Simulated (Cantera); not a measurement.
A perfectly stirred reactor is fed with NH3 : H2 = 1 : 25 (molar parts), at 1.01 bar; it is held at 1775 K, and followed from long to short residence time.

Computed with Cantera and the gas-phase N/H chemistry of the illustrative SiF4/NH3 mechanism in the Surface Chemkin manual (1991). Walls and surfaces, which speed up NH3 decomposition in real reactors, are not modelled.

Task: Predict: x(NH3) at τ = 0.310 s; x(H2) at τ = 0.310 s; x(NH) at τ = 0.310 s; x(N) at τ = 0.310 s; x(NH2) at τ = 0.310 s; x(NH3) at τ = 34.0 ms; x(H2) at τ = 34.0 ms; x(NH) at τ = 34.0 ms; x(N) at τ = 34.0 ms; x(NH2) at τ = 34.0 ms.

Result: x(NH3) at τ = 0.310 s: 0.0352
x(H2) at τ = 0.310 s: 0.963
x(NH) at τ = 0.310 s: 3.21e-7
x(N) at τ = 0.310 s: 1.94e-8
x(NH2) at τ = 0.310 s: 2.44e-5
x(NH3) at τ = 34.0 ms: 0.0381
x(H2) at τ = 34.0 ms: 0.961
x(NH) at τ = 34.0 ms: 3.05e-7
x(N) at τ = 34.0 ms: 1.73e-8
x(NH2) at τ = 34.0 ms: 2.47e-5
